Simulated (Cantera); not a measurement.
A closed system holds: 1 mol CaCl2, 3.9 mol HCl, 2.5 mol N2, held at 0.100 bar.

Method: chemical equilibrium by Gibbs-energy minimisation in Cantera with the NASA 1993 tables (ideal gas, pure condensed phases). Candidate condensed phases: Ca, CaCl2, NH4Cl; 16 gas species. Kinetics and transport are ignored.

x: gas mole fraction; n: condensed amount in mol.

```csv
T (K),x HCl,x N2,x CaCl2,x Cl,x H2,n CaCl2(l)
1173,0.609,0.391,3.69e-5,3.68e-5,2.92e-5,1.000
1323,0.608,0.390,0.000894,0.000222,0.000133,0.994
1473,0.602,0.386,0.0107,0.000891,0.000479,0.931
1623,0.559,0.360,0.0772,0.00262,0.00135,0.464
1773,0.519,0.337,0.135,0.00634,0.00320,0
1923,0.509,0.335,0.134,[?],[?],0
2073,0.493,0.333,0.133,[?],[?],0
2223,0.467,0.329,0.132,0.0465,0.0218,0
```

Task: What belongs in the gaps?

Result: 
- 1923, x Cl: 0.0138
- 1923, x H2: 0.00684
- 2073, x Cl: 0.0266
- 2073, x H2: 0.0129
